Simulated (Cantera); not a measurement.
## Gas-phase reforming

An isothermal, constant-pressure homogeneous reactor starts with CH₄ : CO₂ : H₂ = 1 : 0.31 : 0.28 (molar parts), at 1500 K and 13300 Pa.

Detailed kinetics in Cantera: GRI-Mech 3.0 (53 species, 325 reactions). GRI-Mech 3.0 stops at C3 and has no aromatics, soot or wall deposition, so with more carbon than oxygen in the feed, carbon stays in small species such as C2H2 where larger ones or solid carbon would form.

```
t (s)      x CH₄    x CO₂   x H₂     x C₂H    x C₂H₆
--------  ------  -------  -----  --------  --------
2.00e-6    0.629    0.195  0.176    <1e-12    <1e-12
1.10e-5    0.629    0.195  0.176    <1e-12  6.82e-12
6.03e-5    0.629    0.195  0.176    <1e-12   1.22e-9
0.000331   0.629    0.195  0.176    <1e-12   1.98e-7
0.00182    0.629    0.195  0.176    <1e-12   2.20e-5
0.0100     0.627    0.195  0.177  1.25e-12  0.000327
0.0549     0.609    0.191  0.189  1.67e-10  0.000582
0.302      0.515    0.169  0.254   2.19e-9  0.000394
1.66       0.275   0.0849  0.396   8.15e-9  0.000122
9.10      0.0618  0.00988  0.534   1.70e-8   1.06e-5
50.0      0.0268  0.00421  0.615   1.49e-8   2.97e-6
```
x: mole fraction; the columns are a selection and need not sum to one.

Equilibrium at this temperature and pressure: CH₄ 0.0195, CO₂ 3.06e-8, H₂ 0.650, C₂H 1.24e-8, C₂H₆ 1.99e-6 (gas phase only).
